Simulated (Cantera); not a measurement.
Mixture: H2 : O2 : N2 = 1 : 1.02 : 3.88 (molar parts), equivalence ratio 0.49, at 15.0 bar, adiabatic and at constant pressure. Ignition delay is the time to a rise of 400 K.

Detailed kinetics in Cantera: GRI-Mech 3.0 (53 species, 325 reactions). The hydrogen kinetics of GRI-Mech 3.0 are dated; newer H2 mechanisms differ, most at raised pressure. The pressure lies above the range GRI-Mech 3.0 was tuned for (to about 10 atm).

Predict: delay at 1050 K; delay at 1250 K; delay at 1450 K; delay at 1650 K; apparent activation energy between 1550 and 1750 K.


| Item | Value |
|---|---|
| delay at 1050 K | 3.43 ms |
| delay at 1250 K | 36.8 µs |
| delay at 1450 K | 1.53 µs |
| delay at 1650 K | 0.718 µs |
| apparent activation energy between 1550 and 1750 K | 61 kJ/mol |
